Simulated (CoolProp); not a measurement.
R245ca along the isobar 6350 kPa: density (kg/m³) from the reference equation and from simpler models built on Tc = 174.4 °C, pc = 3941 kPa, ω = 0.355; each cubic takes its own stable root.

Values from CoolProp's reference Helmholtz-energy equation of state, Zhou 2016.

| T (°C) | phase | reference |
|---|---|---|
| -57.05 | liquid | 1587 |
| -43.95 | liquid | 1558 |
| -30.95 | liquid | 1530 |
| -17.85 | liquid | 1500 |
| -4.75 | liquid | 1471 |
| 8.35 | liquid | 1441 |
| 21.35 | liquid | 1411 |
| 34.45 | liquid | 1380 |
| 47.55 | liquid | 1348 |
| 60.65 | liquid | 1315 |
| 73.65 | liquid | 1281 |

### Question
How far does each simpler model (van der Waals, Soave-Redlich-Kwong) lie from the reference over these 11 states: mean and median of the absolute difference, and the worst?

### Answer
- van der Waals: mean 38.3 %, median 38.3 %, worst -39.6 % at -57.05 °C and 6350 kPa
- Soave-Redlich-Kwong: mean 7.6 %, median 7.4 %, worst -8.8 % at -57.05 °C and 6350 kPa
